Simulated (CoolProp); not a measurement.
R1132(E) at several states: density (kg/m³) from the reference equation and from simpler models built on Tc = 348.8 K, pc = 5174 kPa, ω = 0.245; each cubic takes its own stable root.

Values from CoolProp's reference Helmholtz-energy equation of state, Akasaka 2024.

```
T (K)  p (kPa)          phase  reference
-----  -------  -------------  ---------
377.8      103            gas      2.111
319.3      720            gas      18.65
360.5     6500  supercritical      444.6
319.5      718            gas      18.58
387.8     2320            gas      52.05
```

How far does each simpler model (ideal gas, van der Waals, Soave-Redlich-Kwong) lie from the reference over these 5 states: mean and median of the absolute difference, and the worst?


- ideal gas: mean 18.9 %, median 6.9 %, worst -68.8 % at 360.5 K and 6500 kPa
- van der Waals: mean 2.8 %, median 1.6 %, worst -10.6 % at 360.5 K and 6500 kPa
- Soave-Redlich-Kwong: mean 3.3 %, median 0.3 %, worst -15.5 % at 360.5 K and 6500 kPa
